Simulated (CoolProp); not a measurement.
Values from CoolProp's reference Helmholtz-energy equation of state, Thol 2012.

### Question
For benzene, give the phase and the density (kg/m³), isothermal compressibility (1/MPa), fugacity coefficient at 197.65 °C and 11.4 MPa; 197.65 °C and 16.4 MPa; 197.65 °C and 21.3 MPa.

### Answer
- 197.65 °C and 11.4 MPa: liquid; density 695, isothermal compressibility 0.00389, fugacity coefficient 0.135
- 197.65 °C and 16.4 MPa: liquid; density 708, isothermal compressibility 0.00327, fugacity coefficient 0.108
- 197.65 °C and 21.3 MPa: liquid; density 718, isothermal compressibility 0.00284, fugacity coefficient 0.0954
